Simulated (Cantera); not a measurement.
Pyrogenic steam for wet oxidation

An isothermal, constant-pressure homogeneous reactor starts with H₂ : O₂ : N₂ = 1.5 : 1 : 2.1 (molar parts), at 925 K and 255 Torr.

Detailed kinetics in Cantera: the H2/O2 subset of GRI-Mech 3.0, which has no nitrogen chemistry. Below about 950 K walls govern HO2 and H2O2 in real vessels. The temperature is held fixed by assumption; the heat of reaction is taken as removed at once.

```tsv
t (s)	x H₂	x O₂	x O	x H₂O₂	x HO₂	x OH
3.00e-6	0.326	0.217	<1e-12	<1e-12	5.93e-12	<1e-12
8.68e-6	0.326	0.217	1.04e-12	<1e-12	1.83e-11	<1e-12
2.51e-5	0.326	0.217	5.04e-12	<1e-12	6.32e-11	1.46e-12
7.27e-5	0.326	0.217	2.72e-11	<1e-12	3.12e-10	7.44e-12
0.000211	0.326	0.217	4.82e-10	8.62e-12	5.54e-9	1.30e-10
0.000609	0.326	0.217	8.78e-7	2.55e-8	9.15e-6	2.61e-7
0.00176	0.0939	0.109	2.08e-5	1.45e-5	0.000106	1.88e-5
0.00510	0.0925	0.108	3.19e-8	6.96e-5	3.54e-5	2.14e-8
0.0148	0.0924	0.108	3.50e-8	8.79e-5	2.55e-5	2.23e-8
0.0428	0.0920	0.108	5.28e-8	0.000132	3.06e-5	3.55e-8
0.124	0.0899	0.107	1.17e-7	0.000288	4.29e-5	9.01e-8
0.358	0.0780	0.101	1.75e-7	0.000421	4.89e-5	1.54e-7
1.04	0.0486	0.0875	1.61e-7	0.000312	4.10e-5	1.59e-7
3.00	0.0108	0.0699	1.28e-7	0.000109	2.31e-5	1.86e-7
```
x: mole fraction; the columns are a selection and need not sum to one.

Equilibrium at this temperature and pressure: H₂ 2.06e-11, O₂ 0.0649, O 5.89e-12, H₂O₂ 5.78e-11, HO₂ 1.59e-10, OH 4.56e-8 (gas phase only).
